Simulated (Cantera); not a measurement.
A perfectly stirred reactor is fed with C₃H₈ : O₂ : N₂ : H₂O = 1 : 5 : 18.8 : 5.3 (molar parts), equivalence ratio 1.0, at 8.20 bar; it is adiabatic with a 525 K inlet, and is followed from long to short residence time, starting on the burning branch (τ in s: 0.13, 0.062, 0.03, 0.014, 0.0068, 0.0033, 0.0016, 0.00075, 0.00036, 0.00017, 8.2e-05, 3.9e-05, 1.9e-05).

Model: GRI-Mech 3.0 (53 species, 325 reactions), integrated in Cantera. GRI-Mech 3.0 was tuned for natural gas; its chemistry of propane as a main component is partial and can be far from experiment.

Q: What does this change do: N2 18.8 to 13 parts?

A: 
| quantity | before | after |
|---|---|---|
| blow-out, bracketed by the residence times tried | burning at 82.0 µs, out at 39.0 µs | burning at 19.0 µs, the shortest tried |
| x(C₃H₈) at τ = 0.130 s | 4.54e-8 | 1.85e-8 |
| x(O₂) at τ = 0.130 s | 0.00223 | 0.00522 |
| x(H₂O) at τ = 0.130 s | 0.295 | 0.357 |
| x(CH₂CO) at τ = 0.130 s | 1.14e-7 | 2.48e-8 |
| x(NO) at τ = 0.130 s | 0.000459 | 0.00202 |
| x(C₃H₈) at τ = 1.60 ms | 2.80e-6 | 1.36e-6 |
| x(O₂) at τ = 1.60 ms | 0.00590 | 0.00796 |
| x(H₂O) at τ = 1.60 ms | 0.290 | 0.354 |
| x(CH₂CO) at τ = 1.60 ms | 4.91e-6 | 1.82e-6 |
| x(NO) at τ = 1.60 ms | 0.000113 | 0.000380 |
